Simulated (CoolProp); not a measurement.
Computed with CoolProp (reference Helmholtz-energy equation of state, Aleksandrov 2011). It is a short technical equation, of lower accuracy than the large ones.

Q: For n-undecane, give the phase and the density (kg/m³), cp (kJ/(kg K)) at 248.05 °C and 16.9 bar; 280.95 °C and 16.9 bar; 313.95 °C and 16.9 bar.

A: 
- 248.05 °C and 16.9 bar: liquid; density 554, cp 3.09
- 280.95 °C and 16.9 bar: liquid; density 517, cp 3.25
- 313.95 °C and 16.9 bar: liquid; density 470, cp 3.46
